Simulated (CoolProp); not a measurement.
A closed Brayton cycle with carbon dioxide: compressor inlet 310.15 K and 9.8 MPa, high pressure 25.1 MPa, turbine inlet 865 K, compressor efficiency 0.8, turbine efficiency 0.85, recuperator effectiveness 0.9 (on enthalpy, no pinch check). Each further row changes one setting.

Model: reference Helmholtz-energy equation of state, Span 1996, in CoolProp.

```
case                           thermal efficiency (%)  net work (kJ/kg)  compressor to turbine work  compressor exit (K)  turbine exit (K)
-----------------------------  ----------------------  ----------------  --------------------------  -------------------  ----------------
as stated                                        33.4              97.5                        0.21                338.3             754.5
turbine inlet 815 K                              32.2              89.4                        0.23                338.3             708.3
compressor inlet 320.15 K                        32.2              86.7                        0.30                375.3             754.5
high pressure 21.3 MPa                           31.3              83.3                        0.19                332.5             773.3
recuperator effectiveness 0.5                    19.5              97.5                        0.21                338.3             754.5
```
